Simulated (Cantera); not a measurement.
Transport properties of process gases

Gas mixture: 100 % N2O, at 750 Torr, frozen composition.

Cantera's kinetic-theory transport with the Lennard-Jones parameters of GRI-Mech 3.0, ideal gas; thermal conductivity in the multicomponent form. The composition is frozen, though it would react at the higher temperatures.

| T (K) | ρ (kg/m³) | cp (J/kg/K) | μ (µPa s) | λ (mW/m/K) | Pr | D (cm²/s) OH | D (cm²/s) H2O | D (cm²/s) O |
|---|---|---|---|---|---|---|---|---|
| 400 | 1.32 | 970.3 | 19.5 | 25.3 | 0.746 | 0.416 | 0.296 | 0.425 |
| 600 | 0.882 | 1101 | 27.3 | 40.4 | 0.744 | 0.844 | 0.648 | 0.863 |
| 800 | 0.662 | 1192 | 34.0 | 54.7 | 0.742 | 1.38 | 1.10 | 1.41 |
| 1000 | 0.529 | 1255 | 40.0 | 67.9 | 0.740 | 2.01 | 1.65 | 2.05 |
| 1200 | 0.441 | 1294 | 45.5 | 79.8 | 0.738 | 2.72 | 2.28 | 2.79 |
| 1400 | 0.378 | 1327 | 50.5 | 91.0 | 0.736 | 3.52 | 2.99 | 3.60 |
D: mixture-averaged diffusion coefficient of that species in the mixture.
